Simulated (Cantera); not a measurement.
Charge: 1 mol SiCl4, 1.1 mol H2O, held at 600 K and 0.0150 bar.

Method: chemical equilibrium by Gibbs-energy minimisation in Cantera with the NASA 1993 tables (ideal gas, pure condensed phases). Candidate condensed phases: H2O, Si, SiO2; 30 gas species. Equilibrium is a limit: real reactors are often held back by kinetics, nucleation or transport.

Problem. What is the equilibrium state?

Solution. 
```json
{
 "x(HCl)": "0.830",
 "x(SiCl4)": "0.170",
 "n(SiO2(α-quartz))": "0.550 mol",
 "gas_amount": "2.650 mol",
 "log10 activity of Si(s) (absent)": "-32.46"
}
```
